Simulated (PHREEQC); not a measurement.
1 kg of water holding 130 mmol/kgw MgSO4, 5.9 mmol/kgw KCl and 4.6 mmol/kgw CaCl2 is evaporated at 25 °C; the solids stay in contact with the brine. CO2 from the air is kept out. Solids allowed: Arcanite, Bischofite, Brucite, Carnallite, Epsomite, Gypsum, Anhydrite, Hexahydrite, Kainite, Kieserite, Leonite, Misenite, Polyhalite, Portlandite, Schoenite, Sylvite, Syngenite, MgCl2_4H2O. Others were left out.

The series has 21 steps of water left (kg), from 1 to 0.005664.

Model: Pitzer model, pitzer.dat, run in PHREEQC.

Question: Which solids form, in which order, and at which step of the series does each first stand?

Answer: Gypsum from water left = 0.375 kg; Epsomite from water left = 0.04293 kg; Polyhalite from water left = 0.01219 kg.

Species that the database lacks are ignored.
